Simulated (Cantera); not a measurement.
Input (Python, Cantera) and output of one run.

```python
import numpy as np
import cantera as ct

gas_names = """
    H H2 Hg
""".split()
cond_names = """
    Hg(cr) Hg(L)
""".split()


# ... load() reads the species with a 1 bar reference pressure and builds the phases ...
atoms = {
    'Hg': {'Hg': 1},
    'H2': {'H': 2},
}
top_T = {}  # K; cautious upper limits of use, not melting points


# ... equilibrate(T, P, feed) seeds the gas with the atoms and calls Mixture.equilibrate('TP', solver="vcs", rtol=1e-11, max_steps=5000) ...
results = []
feed = {'Hg': 1, 'H2': 2.9}  # mol
T = 1373.15  # K
P = 1333.22  # Pa
mix = equilibrate(T, P, feed)
results.append((T, P, feed, dict(zip(mix.species_names, mix.species_moles))))
print(gas.report(threshold=1e-06))
for i in range(1, mix.n_phases):
    print(f"{mix.phase(i).name:16s} {mix.phase_moles(i):12.5e} mol")
```

Result:

```
       temperature   1373.2 K
          pressure   1333.2 Pa
           density   0.0061812 kg/m^3
  mean mol. weight   52.932 kg/kmol
   phase of matter   gas

                          1 kg             1 kmol
                     ---------------   ---------------
          enthalpy        8.5887e+05        4.5462e+07  J
   internal energy        6.4318e+05        3.4045e+07  J
           entropy            4242.3        2.2455e+05  J/K
    Gibbs function       -4.9664e+06       -2.6288e+08  J
 heat capacity c_p            547.94             29004  J/K
 heat capacity c_v            390.86             20689  J/K

                      mass frac. Y      mole frac. X     chem. pot. / RT
                     ---------------   ---------------   ---------------
                 H         4.746e-07        2.4922e-05           -11.482
                H2           0.02832           0.74357           -22.963
                Hg           0.97168           0.25641           -23.208

Hg(L)             0.00000e+00 mol
```

Equilibrium computed with Cantera from the NASA thermochemical tables; the gas is ideal and each condensed phase is pure.
